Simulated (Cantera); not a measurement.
**Silicon oxide and oxynitride deposition: SiH4 + N2O**

A closed system holds: 1 mol SiH4, 0.16 mol N2O, equilibrated at 13.3 mbar.

Equilibrium computed with Cantera from the NASA thermochemical tables; the gas is ideal and each condensed phase is pure. Candidate condensed phases: H2O, Si, SiO2, Si2N2O, Si3N4; 35 gas species. Mutual solubility and eutectic melting of coexisting phases are not modelled. Gases not in the tables: Si2H6 and higher silanes. Equilibrium is a limit: real reactors are often held back by kinetics, nucleation or transport.

From 550 K to 1600 K the condensed part is Si(s) + Si2N2O(s). At 1750 K the condensed part is Si(l) + Si2N2O(s). At 1900 K the condensed part is Si(l).

| T (K) | x H2 | x SiO | x N2 | x H | x Si | n Si(s) | n Si2N2O(s) | n Si(l) |
|---|---|---|---|---|---|---|---|---|
| 550 | 1.00 | <1e-12 | <1e-12 | <1e-12 | <1e-12 | 0.680 | 0.160 | 0 |
| 700 | 1.00 | <1e-12 | <1e-12 | <1e-12 | <1e-12 | 0.680 | 0.160 | 0 |
| 850 | 1.00 | <1e-12 | <1e-12 | 1.77e-10 | <1e-12 | 0.680 | 0.160 | 0 |
| 1000 | 1.00 | 3.95e-11 | 2.04e-11 | 1.97e-8 | <1e-12 | 0.680 | 0.160 | 0 |
| 1150 | 1.000 | 1.98e-8 | 1.96e-8 | 6.46e-7 | 1.49e-11 | 0.680 | 0.160 | 0 |
| 1300 | 1.000 | 2.95e-6 | 2.95e-6 | 9.58e-6 | 3.25e-9 | 0.680 | 0.160 | 0 |
| 1450 | 1.000 | 0.000154 | 0.000154 | 8.19e-5 | 2.31e-7 | 0.680 | 0.160 | 0 |
| 1600 | 0.992 | 0.00376 | 0.00376 | 0.000469 | 7.31e-6 | 0.688 | 0.152 | 0 |
| 1750 | 0.886 | 0.0558 | 0.0558 | 0.00190 | 0.000113 | 0 | 0.0342 | 0.805 |
| 1900 | 0.855 | 0.0687 | 0.0687 | 0.00636 | 0.000946 | 0 | 0 | 0.837 |
x: gas mole fraction; n: condensed amount in mol.
